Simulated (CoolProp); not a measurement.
cis-2-butene at several states: density (kg/m³) from the reference equation and from simpler models built on Tc = 162.6 °C, pc = 4236 kPa, ω = 0.202; each cubic takes its own stable root.

Values from CoolProp's reference Helmholtz-energy equation of state, Lemmon 2005. It is a short technical equation, of lower accuracy than the large ones.

```
T (°C)   p (kPa)   phase  reference  van der Waals  Soave-Redlich-Kwong
-------  -------  ------  ---------  -------------  -------------------
-27.35       283  liquid        [?]            [?]                  [?]
246.45      34.6     gas     0.4501         0.4501               0.4500
-102.25     7400  liquid        [?]            [?]                  [?]
```

Question: Some entries are withheld; supply them.

Answer: 
- -27.35, reference: 674.3
- -27.35, van der Waals: 414.1
- -27.35, Soave-Redlich-Kwong: 623.7
- -102.25, reference: 755.6
- -102.25, van der Waals: 460.7
- -102.25, Soave-Redlich-Kwong: 684.7
